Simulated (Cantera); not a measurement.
An isothermal, constant-pressure homogeneous reactor starts with CH₄ : H₂ = 0.017 : 1 (molar parts), at 1500 K and 16000 Pa. Integrator tolerance rtol = 1e-08.

Model: GRI-Mech 3.0 (53 species, 325 reactions), integrated in Cantera. GRI-Mech 3.0 stops at C3 and has no aromatics, soot or wall deposition, so with more carbon than oxygen in the feed, carbon stays in small species such as C2H2 where larger ones or solid carbon would form.

```csv
quantity,before,after
x(CH₄) at 20.0 s,0.0111 (gas-phase equilibrium 0.00834),1.32e-5 (gas-phase equilibrium 1.34e-5)
x(H₂) at 20.0 s,0.986 (gas-phase equilibrium 0.987),0.909 (gas-phase equilibrium 0.909)
x(CH₂) at 20.0 s,3.54e-10 (gas-phase equilibrium 2.78e-10),3.23e-6 (gas-phase equilibrium 3.27e-6)
x(C₂H₂) at 20.0 s,0.00263 (gas-phase equilibrium 0.00394),0.00780 (gas-phase equilibrium 0.00780)
x(C₂H₆) at 20.0 s,2.77e-7 (gas-phase equilibrium 2.39e-7),7.04e-12 (gas-phase equilibrium 7.23e-12)
```

**Question.** Name the change that produced these shifts.
A) temperature 1500 to 2198 K
B) pressure from 16000 Pa to 2670 Pa
C) CH4 0.017 to 0.007 parts
D) temperature 1500 to 2575 K

**Answer.** D, temperature 1500 to 2575 K
